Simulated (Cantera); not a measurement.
Standard-state values (1 bar) from the NASA 1993 polynomials, evaluated with Cantera. Values are per mole of reaction as written; species without (g) are pure solids or liquids, kept so even where they would boil at 1 bar.

### Question
Between 850 and 1450 K, where is each reaction favourable under standard conditions?
- Ti + 2 O(g) = TiO2
- H2O(g) + Ti4O7 = H2(g) + 4 TiO2
- Ti4O7 + 6 H(g) = 3 H2O(g) + 4 TiO(g)

### Answer
- Ti + 2 O(g) = TiO2: ΔG° is -1184 kJ at 850 K and -999 kJ at 1450 K; it stays negative (K > 1). ΔH° is -1448 kJ and ΔS° -309 J/K at 1450 K.
- H2O(g) + Ti4O7 = H2(g) + 4 TiO2: ΔG° is -87 kJ at 850 K and -54 kJ at 1450 K; it stays negative (K > 1). ΔH° is -137 kJ and ΔS° -57 J/K at 1450 K.
- Ti4O7 + 6 H(g) = 3 H2O(g) + 4 TiO(g): ΔG° is 1110 kJ at 850 K and 851 kJ at 1450 K; it stays positive (K < 1). ΔH° is 1428 kJ and ΔS° 398 J/K at 1450 K.
